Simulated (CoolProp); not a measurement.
Properties of R1336mzz(E) along the isobar 0.101 MPa.

Computed with CoolProp (reference Helmholtz-energy equation of state, Akasaka 2023).

| T (°C) | phase | speed of sound (m/s) | isothermal compressibility (1/MPa) |
|---|---|---|---|
| -60.55 | liquid | 980.9 | 0.0009375 |
| -47.55 | liquid | 914.1 | 0.001099 |
| -34.65 | liquid | 849.6 | 0.001298 |
| -21.75 | liquid | 786.3 | 0.001549 |
| -8.75 | liquid | 723.6 | 0.001876 |
| 4.15 | liquid | 662.1 | 0.002305 |
| 17.05 | gas | 120.6 | 10.37 |
| 30.05 | gas | 123.9 | 10.29 |
| 42.95 | gas | 127.0 | 10.24 |
| 55.95 | gas | 130.0 | 10.19 |
| 68.85 | gas | 132.9 | 10.15 |
